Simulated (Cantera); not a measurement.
An isothermal plug-flow reactor at 925 K and 4.93 atm (inlet), inlet velocity 1 m/s, active area per volume 410 1/m; feed 0.176 % CO, 18.6 % O2, 73.4 % N2, 7.89 % H2O.

Cantera simulation using Deutschmann's 1995 Pt surface mechanism with GRI-Mech 3.0 gas chemistry; the numbers are that mechanism's predictions, not measurements. Catalytic surfaces can have several steady states; this one follows from the mechanism file's or the stated starting coverage. Mass transfer to the wall is taken as infinitely fast.

One state of this run: x CO = 0.000842; x O2 = 0.185; x H2O = 0.0790; x CO2 = 0.000923; θ free Pt = 0.0570; θ O* = 0.934; θ OH* = 0.00866. x: gas mole fraction; θ: surface coverage.

### Question
Which value of z (m) does it belong to?
(A) 0.016
(B) 0.0075
(C) 0.035
(D) 0.0016

### Answer
D, 0.0016
